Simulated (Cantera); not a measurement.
**Ignition delay**

Mixture: CH₄ : O₂ : N₂ = 1 : 0.909 : 3.42 (molar parts), at 3750 Torr, adiabatic and at constant pressure. Ignition delay is the time to a rise of 400 K.

Computed with Cantera and GRI-Mech 3.0 (53 species, 325 reactions).

```json
[
 {"T0 (K)": "1200", "delay (ms)": "15.5"},
 {"T0 (K)": "1275", "delay (ms)": "6.05"},
 {"T0 (K)": "1350", "delay (ms)": "2.50"},
 {"T0 (K)": "1425", "delay (ms)": "1.09"},
 {"T0 (K)": "1500", "delay (ms)": "0.491"},
 {"T0 (K)": "1575", "delay (ms)": "0.232"},
 {"T0 (K)": "1650", "delay (ms)": "0.115"},
 {"T0 (K)": "1725", "delay (ms)": "0.0605"},
 {"T0 (K)": "1800", "delay (ms)": "0.0339"},
 {"T0 (K)": "1875", "delay (ms)": "0.0202"}
]
```

apparent activation energy between 1725 and 1875 K: 200 kJ/mol
